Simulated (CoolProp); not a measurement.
Vapour-liquid equilibrium of sulfur dioxide (1) + toluene (2) at 119 kPa; x and y are mole fractions of (1).

Model: multi-fluid Helmholtz-energy mixture model, Gao 2016 and Lemmon 2006; pair parameters Bell 2016, in CoolProp.

```
x     bubble temperature (K)  y at the bubble point  dew temperature at overall composition x (K)  liquid density (mol/L)
----  ----------------------  ---------------------  --------------------------------------------  ----------------------
0.05                   360.6                  0.592                                         387.7                   8.984
0.15                   325.5                  0.900                                         383.7              (withheld)
0.25                   306.4                  0.963                                    (withheld)                   10.97
0.35                   294.5                  0.983                                         374.8              (withheld)
0.45                   286.5                  0.991                                         369.5                   13.05
0.55              (withheld)                  0.995                                         363.4                   14.26
0.65                   276.6                  0.997                                         356.2                   15.63
0.75                   273.3                  0.998                                    (withheld)                   17.22
0.85              (withheld)                  0.999                                    (withheld)                   19.10
0.95                   268.0                  1.000                                         311.7              (withheld)
```

Q: What belongs in the gaps?

A: 
- 0.15, liquid density (mol/L): 10.01
- 0.25, dew temperature at overall composition x (K): 379.5
- 0.35, liquid density (mol/L): 11.97
- 0.55, bubble temperature (K): 280.8
- 0.75, dew temperature at overall composition x (K): 347.1
- 0.85, bubble temperature (K): 270.5
- 0.85, dew temperature at overall composition x (K): 334.5
- 0.95, liquid density (mol/L): 21.35

No azeotrope shows between x = 0.05 and 0.95.

Pair parameters are fitted to limited data, so mixtures are less certain than the pure fluids. The gap from Raoult's law changes sign with composition, which may be real or a fault of the pair parameters; it wasn't checked against measurements.
